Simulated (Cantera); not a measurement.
A Cantera script and its output.

```python
import numpy as np
import cantera as ct

gas = ct.Solution("gri30.yaml", transport_model="mixture-averaged")
show = ['O', 'CO2', 'H2']

rows = []
print(f"{'T/K':>7s}{'rho':>11s}{'cp':>10s}{'mu':>11s}{'lambda':>11s}{'Pr':>7s}" + "".join(f"{'D_' + s:>11s}" for s in show))
for T in [400, 650, 900, 1150, 1400, 1650]:
    gas.TPX = T, 18, {'C2H2': 0.22}
    Pr = gas.cp_mass * gas.viscosity / gas.thermal_conductivity
    D = [gas.mix_diff_coeffs_mole[gas.species_index(s)] for s in show]
    rows.append([gas.density, gas.cp_mass, gas.viscosity, gas.thermal_conductivity, Pr, *D])
    print(f"{T:7g}{gas.density:11.4e}{gas.cp_mass:10.1f}{gas.viscosity:11.4e}"
          f"{gas.thermal_conductivity:11.4e}{Pr:7.3f}" + "".join(f"{d:11.4e}" for d in D))
print("SI units: kg/m3, J/kg/K, Pa s, W/m/K, m2/s")
```

It prints:

```
    T/K        rho        cp         mu     lambda     Pr        D_O      D_CO2       D_H2
    400 1.4092e-04    1930.6 1.3577e-05 3.5701e-02  0.734 2.4057e-01 1.1926e-01 5.7608e-01
    650 8.6723e-05    2287.6 2.0067e-05 6.2388e-02  0.736 5.5771e-01 2.8856e-01 1.3125e+00
    900 6.2633e-05    2526.1 2.5458e-05 8.7652e-02  0.734 9.6766e-01 5.1036e-01 2.2623e+00
   1150 4.9017e-05    2718.4 3.0194e-05 1.1179e-01  0.734 1.4596e+00 7.7750e-01 3.4017e+00
   1400 4.0264e-05    2869.6 3.4492e-05 1.3483e-01  0.734 2.0264e+00 1.0856e+00 4.7152e+00
   1650 3.4163e-05    2987.5 3.8475e-05 1.5678e-01  0.733 2.6632e+00 1.4316e+00 6.1912e+00
SI units: kg/m3, J/kg/K, Pa s, W/m/K, m2/s
```

Cantera simulation using GRI-Mech 3.0 (53 species, 325 reactions); the numbers are that mechanism's predictions, not measurements. The composition is frozen, though it would react at the higher temperatures.
